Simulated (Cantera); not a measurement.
A closed system holds: 1 mol MgO, 1.8 mol H2S, 0.95 mol H2O, a varied amount of SO2, at 777 °C and 0.760 bar.

Method: chemical equilibrium by Gibbs-energy minimisation in Cantera with the NASA 1993 tables (ideal gas, pure condensed phases). Candidate condensed phases: H2O, H2SO4, Mg, MgO, Mg(OH)2, MgS, MgSO4, S; 26 gas species. Gases not in the tables: S3 to S7. The numbers say what is thermodynamically allowed, not how fast it happens.

x: gas mole fraction; n: condensed amount in mol.

```csv
n(SO2) (mol),x H2O,x H2S,x S2,x SO2,x H2,x S2O,n MgO(s)
0.13,0.403,0.495,0.0754,0.00153,0.0255,0.000300,1.00
0.14,0.407,0.487,0.0793,(withheld),0.0245,(withheld),1.00
0.16,0.416,0.472,0.0868,0.00222,0.0227,0.000401,1.00
0.18,0.424,0.458,0.0942,0.00278,0.0211,0.000477,1.00
0.21,0.436,0.436,(withheld),(withheld),(withheld),(withheld),1.00
0.24,0.446,0.415,0.115,0.00503,0.0173,0.000746,1.00
0.27,0.456,0.396,0.125,0.00653,0.0159,0.000902,1.00
0.3,0.465,0.377,0.133,0.00830,0.0146,0.00107,1.00
0.34,0.476,0.354,0.144,0.0111,0.0132,0.00131,1.00
0.39,0.488,0.327,0.156,0.0153,0.0117,0.00164,1.00
0.44,0.497,0.304,0.166,0.0204,0.0105,0.00198,1.00
0.5,0.506,0.279,0.177,0.0273,0.00937,0.00240,1.00
0.56,0.512,0.257,0.185,0.0352,0.00845,0.00281,1.00
```

Problem. Complete the blanks.

Solution. 
- 0.21, x S2: 0.105
- 0.21, x SO2: 0.00379
- 0.21, x H2: 0.0190
- 0.21, x S2O: 0.000604
- 0.14, x SO2: 0.00174
- 0.14, x S2O: 0.000332
